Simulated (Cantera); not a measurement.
Input (Python, Cantera):

```python
import numpy as np
import cantera as ct

gas = ct.Solution("gri30.yaml")
gas.TPX = 500, 13332, {'CH4': 1, 'O2': 2.38, 'N2': 8.95, 'CO2': 1.1}
flame = ct.FreeFlame(gas, width=0.16)
flame.set_refine_criteria(ratio=3, slope=0.08, curve=0.16)
flame.transport_model = "mixture-averaged"
flame.solve(loglevel=0, auto=True)
z, T = flame.grid, flame.T
thick = (T[-1] - T[0]) / np.gradient(T, z).max()
show = ['CH4', 'O2', 'CO2', 'CH2O', 'C2H', 'O']
print(f"laminar burning velocity  {flame.velocity[0] * 100:.3f} cm/s")
print(f"burnt temperature         {T[-1]:.1f} K")
print(f"thermal thickness         {thick * 1e3:.4f} mm")
print(f"grid points               {len(z)}")
z0 = z[flame.heat_release_rate.argmax()]
print(f"{'z/mm':>9s}{'T/K':>9s}{'u/(m/s)':>9s}" + "".join(f"{s:>11s}" for s in show))
rows = []
for k in (-3, -2, -1.5, -1, -0.5, -0.25, 0, 0.25, 0.5, 1, 2, 4, 8):
    zz = z0 + k * thick
    rows.append([k * thick, np.interp(zz, z, T), np.interp(zz, z, flame.velocity),
                 *(np.interp(zz, z, flame.X[gas.species_index(s)]) for s in show)])
    print(f"{rows[-1][0] * 1e3:9.3f}{rows[-1][1]:9.1f}{rows[-1][2]:9.3f}" + "".join(f"{x:11.3e}" for x in rows[-1][3:]))
```

Result:

```
laminar burning velocity  81.038 cm/s
burnt temperature         1997.5 K
thermal thickness         2.8373 mm
grid points               151
     z/mm      T/K  u/(m/s)        CH4         O2        CO2       CH2O        C2H          O
   -8.512    500.1    0.811  7.441e-02  1.771e-01  8.186e-02  5.803e-08  1.083e-26  9.425e-11
   -5.675    500.9    0.813  7.425e-02  1.769e-01  8.177e-02  8.935e-07  1.034e-23  1.913e-09
   -4.256    504.3    0.820  7.387e-02  1.764e-01  8.166e-02  5.244e-06  1.235e-21  1.387e-08
   -2.837    539.1    0.880  7.130e-02  1.735e-01  8.143e-02  4.868e-05  3.231e-18  2.875e-07
   -1.419    819.7    1.353  5.322e-02  1.505e-01  8.267e-02  3.056e-04  2.313e-13  1.372e-05
   -0.709   1153.1    1.921  3.036e-02  1.178e-01  8.702e-02  6.549e-04  1.743e-10  1.284e-04
    0.000   1481.9    2.485  7.758e-03  7.794e-02  9.583e-02  5.457e-04  1.148e-08  1.079e-03
    0.709   1607.6    2.698  6.613e-04  5.528e-02  1.062e-01  8.244e-05  6.034e-09  3.701e-03
    1.419   1635.7    2.739  3.109e-05  4.776e-02  1.142e-01  4.286e-06  1.988e-10  5.120e-03
    2.837   1663.4    2.775  1.037e-07  4.384e-02  1.223e-01  1.507e-08  1.844e-13  5.463e-03
    5.675   1700.8    2.828  1.630e-11  4.178e-02  1.272e-01  9.341e-12  7.449e-18  5.048e-03
   11.349   1750.9    2.902  4.167e-17  4.004e-02  1.302e-01  5.253e-12  3.316e-24  4.185e-03
   22.698   1812.0    2.990  8.476e-19  3.786e-02  1.341e-01  3.670e-12  1.532e-26  3.110e-03
```

Model: GRI-Mech 3.0 (53 species, 325 reactions), integrated in Cantera. Burning velocities carry a grid error of a few per cent, more on coarse grids.
